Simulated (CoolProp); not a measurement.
Vapour-liquid equilibrium of R13 (1) + isobutane (2) at 272.3 K; x and y are mole fractions of (1).

Computed with CoolProp (multi-fluid Helmholtz-energy mixture model, Platzer 1990 and Bücker 2006; pair parameters Bell 2016). This equation is an older, rougher fit; its heat capacities, sound speeds and derivatives of the liquid may be far off and weren't checked against measurements.

```csv
x,bubble pressure (MPa),y at the bubble point,dew pressure at overall composition x (MPa),liquid density (mol/L)
0.05,___,0.454,0.1603,10.08
0.125,0.4490,0.669,0.1740,10.19
0.2,0.6038,0.760,___,10.30
0.275,0.7437,0.811,___,10.40
0.35,0.8713,0.845,0.2336,___
0.425,0.9894,0.869,0.2635,10.58
0.5,1.101,0.889,0.3020,10.66
0.575,1.209,0.905,0.3534,10.73
0.65,1.318,0.921,0.4254,___
0.725,1.429,0.936,0.5329,10.83
0.8,___,0.951,0.7079,10.85
0.875,1.677,0.968,1.021,10.85
0.95,___,0.986,1.540,10.81
```

Some entries are withheld; supply them.


- 0.05, bubble pressure (MPa): 0.2772
- 0.2, dew pressure at overall composition x (MPa): 0.1903
- 0.275, dew pressure at overall composition x (MPa): 0.2098
- 0.35, liquid density (mol/L): 10.49
- 0.65, liquid density (mol/L): 10.79
- 0.8, bubble pressure (MPa): 1.548
- 0.95, bubble pressure (MPa): 1.821

No azeotrope shows between x = 0.05 and 0.95.

Pair parameters are fitted to limited data, so mixtures are less certain than the pure fluids. The gap from Raoult's law changes sign with composition, which may be real or a fault of the pair parameters; it wasn't checked against measurements.
